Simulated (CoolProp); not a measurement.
A single-stage vapour-compression cycle with the fluid: evaporating at 289.15 K (dew point), condensing at 354.15 K (bubble point), superheat 5 K, subcooling 8 K, compressor efficiency 0.75, no pressure losses. The same conditions are run with several fluids, on thermodynamics alone (safety and materials aside).

Values from CoolProp's reference Helmholtz-energy equation of state of each fluid (c-C4F8 (RC318): Platzer 1990; R245fa: Akasaka 2015; n-perfluorobutane: Gao 2022; carbonyl sulfide: Lemmon 2006; R21: Platzer 1990; isohexane: Lemmon 2006). The equations of Platzer and Polt are older, rougher fits.

Rank c-C4F8 (RC318), R245fa, n-perfluorobutane, carbonyl sulfide, R21, isohexane by cooling COP, highest first.

R21 (2.77), isohexane (2.60), R245fa (2.52), carbonyl sulfide (2.36), c-C4F8 (RC318) (1.87), n-perfluorobutane (1.47)

| fluid | pressure ratio | discharge temperature (K) | refrigerating effect (kJ/kg) | volumetric capacity (kJ/m³) |
|---|---|---|---|---|
| c-C4F8 (RC318) | 5.92 | 354.1 | 45.5 | 933 |
| R245fa | 7.69 | 359.7 | 122 | 736 |
| n-perfluorobutane | 5.96 | 354.2 | 28.1 | 584 |
| carbonyl sulfide | 4.08 | 418.6 | 175 | 5030 |
| R21 | 6.61 | 404.5 | 177 | 1030 |
| isohexane | 9.79 | 354.2 | 228 | 156 |

The compression ends wet for: c-C4F8 (RC318); n-perfluorobutane; isohexane.
